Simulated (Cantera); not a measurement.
A perfectly stirred reactor is fed with 1.49 % C3H8, 98.5 % H2, at 100.0 Torr; it is held at 1800 K, and followed from long to short residence time.

Computed with Cantera and GRI-Mech 3.0 (53 species, 325 reactions). GRI-Mech 3.0 was tuned for natural gas; its chemistry of propane as a main component is partial and can be far from experiment. GRI-Mech 3.0 stops at C3 and has no aromatics, soot or wall deposition, so with more carbon than oxygen in the feed, carbon stays in small species such as C2H2 where larger ones or solid carbon would form.

One state of this run: x C3H8 = 6.94e-7; x H2 = 0.974; x C2H2 = 0.0177; x CH2 = 1.80e-7; x C2H = 1.64e-7; x CH4 = 0.00740; x CH3 = 0.000157. x: mole fraction; the columns are a selection and need not sum to one.

Q: Which value of τ (s) does it belong to?
A) 0.0019
B) 0.16
C) 0.38
D) 0.00077

A: C, 0.38
